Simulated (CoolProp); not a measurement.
Vapour-liquid equilibrium of ethane (1) + propane (2) at 0.0342 MPa; x and y are mole fractions of (1).

Values from CoolProp's multi-fluid Helmholtz-energy mixture model, Bücker 2006 and Lemmon 2009; pair parameters Kunz 2012.

| x | bubble temperature (K) | y at the bubble point | dew temperature at overall composition x (K) | liquid density (mol/L) |
|---|---|---|---|---|
| 0.05 | 202.7 | 0.335 | 208.2 | 14.04 |
| 0.15 | 193.6 | 0.660 | 206.5 | 14.59 |
| 0.25 | 187.4 | 0.804 | 204.5 | 15.09 |
| 0.35 | 182.7 | 0.879 | 202.4 | 15.58 |
| 0.45 | 178.9 | 0.923 | 200.0 | 16.05 |
| 0.55 | 175.8 | 0.951 | 197.2 | 16.53 |
| 0.65 | 173.2 | 0.970 | 194.0 | 17.01 |
| 0.75 | 171.0 | 0.983 | 190.0 | 17.51 |
| 0.85 | 169.0 | 0.992 | 184.7 | 18.02 |
| 0.95 | 167.4 | 0.998 | 176.0 | 18.55 |

No azeotrope shows between x = 0.05 and 0.95.

Pair parameters are fitted to limited data, so mixtures are less certain than the pure fluids.
